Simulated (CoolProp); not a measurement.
Hexamethyldisiloxane (MM) along the isotherm 620 K: Z from the reference equation and from simpler models built on Tc = 518.7 K, pc = 1.931 MPa, ω = 0.418; each cubic takes its own stable root.

The numbers come from the reference Helmholtz-energy equation of state, Thol 2016 in CoolProp.

| p (MPa) | phase | reference | Pitzer virial | van der Waals | Redlich-Kwong | Soave-Redlich-Kwong | Peng-Robinson |
|---|---|---|---|---|---|---|---|
| 0.0603 | gas | 0.9942 | 0.9945 | 0.9940 | 0.9937 | 0.9947 | 0.9938 |
| 0.121 | gas | 0.9883 | 0.9890 | 0.9879 | 0.9873 | 0.9894 | 0.9875 |
| 0.181 | gas | 0.9825 | 0.9835 | 0.9819 | 0.9810 | 0.9842 | 0.9813 |
| 0.241 | gas | 0.9766 | 0.9781 | 0.9758 | 0.9746 | 0.9789 | 0.9751 |
| 0.302 | gas | 0.9707 | 0.9725 | 0.9695 | 0.9682 | 0.9736 | 0.9688 |
| 0.362 | gas | 0.9648 | 0.9671 | 0.9633 | 0.9617 | 0.9683 | 0.9626 |
| 0.422 | gas | 0.9589 | 0.9616 | 0.9570 | 0.9553 | 0.9630 | 0.9564 |
| 0.483 | gas | 0.9529 | 0.9560 | 0.9506 | 0.9487 | 0.9576 | 0.9501 |
| 0.543 | gas | 0.9469 | 0.9506 | 0.9442 | 0.9422 | 0.9523 | 0.9439 |
| 0.603 | gas | 0.9410 | 0.9451 | 0.9378 | 0.9356 | 0.9470 | 0.9377 |
| 0.664 | gas | 0.9350 | 0.9396 | 0.9311 | 0.9289 | 0.9416 | 0.9314 |
| 0.724 | gas | 0.9290 | 0.9341 | 0.9245 | 0.9223 | 0.9363 | 0.9252 |
| 0.785 | gas | 0.9230 | 0.9285 | 0.9178 | 0.9155 | 0.9309 | 0.9189 |
| 0.845 | gas | 0.9170 | 0.9231 | 0.9111 | 0.9088 | 0.9255 | 0.9127 |
| 0.905 | gas | 0.9111 | 0.9176 | 0.9043 | 0.9021 | 0.9202 | 0.9065 |
| 0.966 | gas | 0.9050 | 0.9121 | 0.8973 | 0.8952 | 0.9147 | 0.9002 |
